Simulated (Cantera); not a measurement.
An adiabatic, constant-volume homogeneous reactor starts with CH4 : C2H6 : C3H8 : O2 : N2 = 1 : 0.1 : 0.4 : 3.95 : 14.9 (molar parts), equivalence ratio 1.1, at 1775 K and 1.00 bar.

Detailed kinetics in Cantera: GRI-Mech 3.0 (53 species, 325 reactions). GRI-Mech 3.0 was tuned for natural gas; its chemistry of propane as a main component is partial and can be far from experiment. Above 3000 K some thermodynamic fits are extrapolated.

x: mole fraction; the columns are a selection and need not sum to one.

```json
[
 {"t (s)": "2.00e-6", "T (K)": "1753", "P (bar)": "0.991", "x CH4": "0.0485", "x C2H6": "0.00456", "x C3H8": "0.0171", "x C2H2": "2.87e-6", "x HCO": "6.88e-7", "x H": "9.72e-5", "x NO": "3.37e-11"},
 {"t (s)": "8.53e-6", "T (K)": "1767", "P (bar)": "1.02", "x CH4": "?", "x C2H6": "?", "x C3H8": "?", "x C2H2": "?", "x HCO": "?", "x H": "?", "x NO": "?"},
 {"t (s)": "3.64e-5", "T (K)": "2919", "P (bar)": "1.84", "x CH4": "<1e-12", "x C2H6": "<1e-12", "x C3H8": "<1e-12", "x C2H2": "<1e-12", "x HCO": "2.05e-7", "x H": "0.0258", "x NO": "0.000750"},
 {"t (s)": "0.000155", "T (K)": "3015", "P (bar)": "1.88", "x CH4": "<1e-12", "x C2H6": "<1e-12", "x C3H8": "<1e-12", "x C2H2": "<1e-12", "x HCO": "2.03e-7", "x H": "0.0209", "x NO": "?"},
 {"t (s)": "0.000663", "T (K)": "3007", "P (bar)": "1.88", "x CH4": "<1e-12", "x C2H6": "<1e-12", "x C3H8": "<1e-12", "x C2H2": "<1e-12", "x HCO": "2.02e-7", "x H": "0.0205", "x NO": "0.0126"},
 {"t (s)": "0.00283", "T (K)": "3006", "P (bar)": "1.88", "x CH4": "<1e-12", "x C2H6": "<1e-12", "x C3H8": "<1e-12", "x C2H2": "<1e-12", "x HCO": "2.02e-7", "x H": "0.0205", "x NO": "0.0129"},
 {"t (s)": "0.0121", "T (K)": "3006", "P (bar)": "1.88", "x CH4": "<1e-12", "x C2H6": "<1e-12", "x C3H8": "<1e-12", "x C2H2": "<1e-12", "x HCO": "2.02e-7", "x H": "0.0205", "x NO": "0.0129"},
 {"t (s)": "0.0515", "T (K)": "3006", "P (bar)": "1.88", "x CH4": "<1e-12", "x C2H6": "<1e-12", "x C3H8": "<1e-12", "x C2H2": "<1e-12", "x HCO": "2.02e-7", "x H": "0.0205", "x NO": "0.0129"},
 {"t (s)": "0.220", "T (K)": "3006", "P (bar)": "1.88", "x CH4": "<1e-12", "x C2H6": "<1e-12", "x C3H8": "<1e-12", "x C2H2": "<1e-12", "x HCO": "2.02e-7", "x H": "0.0205", "x NO": "0.0129"},
 {"t (s)": "0.937", "T (K)": "3006", "P (bar)": "1.88", "x CH4": "<1e-12", "x C2H6": "<1e-12", "x C3H8": "<1e-12", "x C2H2": "<1e-12", "x HCO": "2.02e-7", "x H": "0.0205", "x NO": "0.0129"},
 {"t (s)": "4.00", "T (K)": "3006", "P (bar)": "1.88", "x CH4": "<1e-12", "x C2H6": "<1e-12", "x C3H8": "<1e-12", "x C2H2": "<1e-12", "x HCO": "2.02e-7", "x H": "0.0205", "x NO": "0.0129"}
]
```

Problem. Some entries are withheld; supply them.

Solution. 
- 8.53e-6, x CH4: 0.0436
- 8.53e-6, x C2H6: 0.00367
- 8.53e-6, x C3H8: 0.00741
- 8.53e-6, x C2H2: 0.000282
- 8.53e-6, x HCO: 3.71e-5
- 8.53e-6, x H: 0.000365
- 8.53e-6, x NO: 3.22e-9
- 0.000155, x NO: 0.00608
